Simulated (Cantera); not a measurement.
**Si2Cl6 + N2 + H2 (silicon nitride deposition)**

A closed system holds: 1 mol Si2Cl6, 25 mol N2, 30 mol H2, equilibrated at 1125 K and 65.0 mbar.

Equilibrium computed with Cantera from the NASA thermochemical tables; the gas is ideal and each condensed phase is pure. Candidate condensed phases: NH4Cl, Si, Si3N4; 28 gas species. The feed counts by its element totals alone. N2 is the only nitrogen source here; it is nearly inert below about 1500 K, so the nitride shown seldom forms there in practice. Rates play no part.

```json
{
  "x(H2)": "0.477",
  "x(N2)": "0.418",
  "x(HCl)": "0.106",
  "x(SiCl4)": "7.62e-5",
  "x(SiHCl3)": "5.98e-6",
  "x(NH3)": "3.84e-6",
  "x(SiCl3)": "2.46e-6",
  "n(Si3N4(s))": "0.665 mol",
  "gas_amount": "56.66 mol",
  "log10 activity of Si(s) (absent)": "-4.71"
}
```
